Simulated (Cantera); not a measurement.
Premixed flame

A freely propagating, adiabatic, planar premixed flame of CH₄ : H₂ : O₂ : N₂ = 1 : 0.08 : 1.7 : 5.95 (molar parts), equivalence ratio 1.2, unburnt at 675 K and 3.55 atm; mixture-averaged transport, grid criteria slope 0.08 and curve 0.16, no radiation.

Cantera simulation using GRI-Mech 3.0 (53 species, 325 reactions); the numbers are that mechanism's predictions, not measurements. Burning velocities carry a grid error of a few per cent, more on coarse grids.

```csv
z (mm),T (K),u (m/s),x CH₄,x H₂,x O₂,x N₂O,x H₂O,x HCO
-0.317,675,1.21,0.114,0.0106,0.194,<1e-8,8.18e-5,<1e-8
-0.211,679,1.22,0.114,0.0132,0.194,<1e-8,0.000755,<1e-8
-0.158,692,1.25,0.112,0.0163,0.192,<1e-8,0.00294,<1e-8
-0.106,776,1.42,0.105,0.0222,0.185,<1e-8,0.0147,<1e-8
-0.0528,1207,2.24,0.0731,0.0315,0.146,2.22e-8,0.0660,1.32e-6
-0.0264,1628,3.06,0.0401,0.0363,0.101,5.56e-8,0.114,1.89e-5
0,2017,3.83,0.0105,0.0375,0.0502,9.66e-8,0.159,5.31e-5
0.0264,2202,4.18,0.00109,0.0334,0.0204,1.21e-7,0.182,2.75e-5
0.0528,2258,4.28,6.65e-5,0.0304,0.00954,1.32e-7,0.188,3.62e-6
0.106,2306,4.34,3.08e-7,0.0295,0.00467,1.28e-7,0.190,2.59e-7
0.211,2358,4.43,<1e-8,0.0291,0.00291,1.15e-7,0.192,1.73e-7
0.422,2407,4.50,<1e-8,0.0283,0.00168,1.01e-7,0.196,1.15e-7
0.845,2441,4.56,<1e-8,0.0276,0.000875,8.63e-8,0.199,7.69e-8
```
x: mole fraction of selected species; z is measured from the peak of heat release.

```
Quantity                    Result
------------------------  --------
laminar burning velocity  121 cm/s
thermal thickness         0.106 mm
peak x(HCO)                5.38e-5
grid points                    147
```
